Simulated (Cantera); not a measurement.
Ammonia decomposition in nitride growth gas

A perfectly stirred reactor is fed with 83.3 % NH₃, 16.7 % N₂, at 9.75 Torr; it is held at 2325 K, and followed from long to short residence time.

Cantera simulation using the gas-phase N/H chemistry of the illustrative SiF4/NH3 mechanism in the Surface Chemkin manual (1991); the numbers are that mechanism's predictions, not measurements. Walls and surfaces, which speed up NH3 decomposition in real reactors, are not modelled.

| τ (s) | x NH₃ | x NH₂ | x N₂H₂ | x H₂ | x NH | x N₂ | x H |
|---|---|---|---|---|---|---|---|
| 0.54 | 0.0923 | 0.00106 | 2.26e-6 | 0.604 | 7.55e-5 | 0.301 | 0.00218 |
| 0.27 | 0.164 | 0.00158 | 4.45e-6 | 0.545 | 9.17e-5 | 0.288 | 0.00166 |
| 0.13 | 0.278 | 0.00231 | 8.48e-6 | 0.452 | 0.000108 | 0.267 | 0.00119 |
| 0.065 | 0.416 | 0.00311 | 1.42e-5 | 0.339 | 0.000117 | 0.241 | 0.000808 |
| 0.032 | 0.559 | 0.00393 | 2.12e-5 | 0.221 | 0.000118 | 0.215 | 0.000502 |
| 0.016 | 0.673 | 0.00465 | 2.70e-5 | 0.128 | 0.000109 | 0.194 | 0.000294 |
| 0.0077 | 0.751 | 0.00519 | 2.97e-5 | 0.0640 | 9.24e-5 | 0.180 | 0.000155 |
| 0.0038 | 0.793 | 0.00529 | 2.74e-5 | 0.0293 | 7.29e-5 | 0.172 | 7.59e-5 |
| 0.0019 | 0.815 | 0.00476 | 2.02e-5 | 0.0119 | 5.30e-5 | 0.168 | 3.41e-5 |
| 0.00093 | 0.826 | 0.00351 | 1.00e-5 | 0.00404 | 3.17e-5 | 0.167 | 1.42e-5 |
| 0.00046 | 0.830 | 0.00206 | 3.05e-6 | 0.00138 | 1.39e-5 | 0.167 | 7.53e-6 |
x: mole fraction; the columns are a selection and need not sum to one.
